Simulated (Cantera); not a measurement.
A diamond (100) surface in a fixed gas of H2 with x(CH4) = 0.002, x(H) = 0.0038, x(CH3) = 0.00026, 0.0590 bar; coverages are run to steady state.

Model: the Harris–Goodwin 1993 mechanism for the reconstructed diamond (100) surface, integrated in Cantera.

One state of this run: growth (µm/h) = 2.82; θ c6HH = 0.367; θ c6H* = 0.0538; θ c6*H = 0.531; θ c6** = 0.0470; θ c6HM = 0.000269. θ: site fractions in the mechanism's names (c6HH fully hydrogenated, c6H* and c6*H radical sites, c6** diradical, c6HM methylated).

Q: Which value of T (K) does it belong to?
A. 1200
B. 1350
C. 975
D. 900

A: B, 1350
